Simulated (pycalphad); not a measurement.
An equivalent pycalphad script:

```python
from pycalphad import Database, equilibrium, calculate, variables as v
import numpy as np
db = Database('COST507.tdb')
comps = ['CU', 'SI', 'VA']
phases = ['BCC_A2', 'CU19SI6_ETA', 'CU33SI7_DELTA', 'CU4SI_EPSILON', 'CU56SI11_GAMMA', 'DIAMOND_A4', 'FCC_A1', 'HCP_A3', 'LIQUID']
eq = equilibrium(db, comps, phases, {v.X('SI'): 0.838, v.T: np.arange(2350, 499, -75), v.P: 101325, v.N: 1}, output=['HM', 'SM'])
```

Source of the numbers: pycalphad with the COST 507 light-alloy database (1999); pressure 1 atm. The database dates from 1999; later assessments differ in places, in temperatures and in the compounds included. Phase fractions are per mole of atoms. Diffusion is slow at the low end, where real alloys seldom reach equilibrium.

Results at three of the temperatures:

```
T = 2125.00 K, P = 101325 Pa, N = 1 mol of atoms
G = -124798 J/mol, H = 90276 J/mol, S = 101.21 J/(mol K)  (SER reference)
chemical potentials (J/mol): Cu -183385, Si -113473
phase             fraction      x(Cu)      x(Si)
LIQUID              1.0000     0.1620     0.8380
```

```
T = 1600.00 K, P = 101325 Pa, N = 1 mol of atoms
G = -73641 J/mol, H = 75634 J/mol, S = 93.30 J/(mol K)  (SER reference)
chemical potentials (J/mol): Cu -127783, Si -63174
phase             fraction      x(Cu)      x(Si)
LIQUID              1.0000     0.1620     0.8380
```

```
T = 1375.00 K, P = 101325 Pa, N = 1 mol of atoms
G = -56232 J/mol, H = 36222 J/mol, S = 67.24 J/(mol K)  (SER reference)
chemical potentials (J/mol): Cu -89418, Si -49816
phase             fraction      x(Cu)      x(Si)
DIAMOND_A4          0.6472       none     1.0000
LIQUID              0.3528     0.4592     0.5408
```

Changes of the phase set, refined by bisection:

| T (K) | phases above | phases below |
|---|---|---|
| 1591.3 | LIQUID | DIAMOND_A4 + LIQUID |
| 1073.6 | DIAMOND_A4 + LIQUID | CU19SI6_ETA + DIAMOND_A4 |

Database names, with the compositions (at.%) that they take in these runs: CU19SI6_ETA: Cu 76 Si 24. DIAMOND_A4 is diamond (Si). An entry "none" or "no" means that the model of the phase leaves that element out. The hcp model here describes the intermediate κ phase of Cu-Si.
